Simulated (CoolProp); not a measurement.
Vapour-liquid equilibrium of R142b (1) + R113 (2) at 28.55 °C; x and y are mole fractions of (1).

Values from CoolProp's multi-fluid Helmholtz-energy mixture model, Lemmon 2006 and Marx 1992; pair parameters Bell 2016.

```
x      bubble pressure (MPa)  y at the bubble point  dew pressure at overall composition x (MPa)  liquid density (mol/L)
-----  ---------------------  ---------------------  -------------------------------------------  ----------------------
0.05                 0.07268                  0.320                                      0.05392                   8.400
0.125                 0.1029                  0.549                                      0.05810                   8.560
0.2                   0.1313                  0.670                                      0.06298                   8.725
0.275                 0.1579                  0.745                                      0.06874                   8.895
0.35                  0.1829                  0.798                                      0.07564                   9.072
0.425                 0.2066                  0.836                                      0.08405                   9.255
0.5                   0.2293                  0.867                                      0.09453                   9.446
0.575                 0.2512                  0.893                                       0.1079                   9.645
0.65                  0.2726                  0.915                                       0.1256                   9.852
0.725                 0.2939                  0.934                                       0.1497                   10.07
0.8                   0.3154                  0.953                                       0.1843                   10.30
0.875                 0.3374                  0.971                                       0.2358                   10.54
0.95                  0.3603                  0.988                                       0.3119                   10.79
```

No azeotrope shows between x = 0.05 and 0.95.

The pair parameters rest on a limited set of measurements; away from them the model extrapolates.
